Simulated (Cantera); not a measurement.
A closed system holds: 1 mol Pb, 0.64 mol CO, a varied amount of H2, held at 1298 K and 4.20 bar.

Cantera equilibrium calculation (NASA polynomials, part measured and part estimated; ideal gas, pure solids and liquids). Candidate condensed phases: C, C6H6, C7H8, C8H18, H2O, Pb, PbO, PbO2, Pb3O4; 113 gas species. The numbers say what is thermodynamically allowed, not how fast it happens.

x: gas mole fraction; n: condensed amount in mol.

| n(H2) (mol) | x H2 | x CO | x CH4 | x H2O | x CO2 | x Pb | n C(graphite) | n Pb(l) |
|---|---|---|---|---|---|---|---|---|
| 0.87 | 0.559 | 0.417 | 0.0105 | 0.00910 | (withheld) | 0.000609 | 0.00367 | 0.999 |
| 1.2 | 0.634 | 0.341 | 0.0122 | 0.00932 | (withheld) | 0.000609 | 0 | 0.999 |
| 1.7 | 0.709 | 0.266 | 0.0123 | 0.0101 | (withheld) | 0.000609 | 0 | 0.999 |
| 2.4 | 0.774 | 0.202 | 0.0118 | 0.0103 | (withheld) | 0.000609 | 0 | 0.998 |
| 3.4 | 0.828 | 0.150 | 0.0111 | 0.0100 | (withheld) | 0.000609 | 0 | 0.998 |
| 4.7 | 0.868 | 0.111 | 0.0101 | 0.00941 | (withheld) | 0.000609 | 0 | 0.997 |
| 6.6 | 0.901 | 0.0805 | 0.00899 | 0.00855 | (withheld) | 0.000609 | 0 | 0.996 |
| 9.2 | 0.926 | 0.0579 | 0.00788 | 0.00761 | (withheld) | 0.000609 | 0 | 0.994 |
| 13 | 0.945 | 0.0406 | 0.00677 | 0.00661 | (withheld) | 0.000609 | 0 | 0.992 |
| 18 | 0.959 | 0.0288 | 0.00581 | 0.00571 | (withheld) | 0.000609 | 0 | 0.989 |
| 25 | 0.969 | 0.0202 | 0.00493 | 0.00487 | (withheld) | 0.000609 | 0 | 0.985 |
| 36 | 0.978 | 0.0135 | 0.00407 | 0.00404 | (withheld) | 0.000609 | 0 | 0.978 |

### Question
Some entries are withheld; supply them.

### Answer

- 0.87, x CO2: 0.00386
- 1.2, x CO2: 0.00286
- 1.7, x CO2: 0.00216
- 2.4, x CO2: 0.00153
- 3.4, x CO2: 0.00103
- 4.7, x CO2: 0.000689
- 6.6, x CO2: 0.000436
- 9.2, x CO2: 0.000271
- 13, x CO2: 0.000162
- 18, x CO2: 9.78e-5
- 25, x CO2: 5.79e-5
- 36, x CO2: 3.18e-5
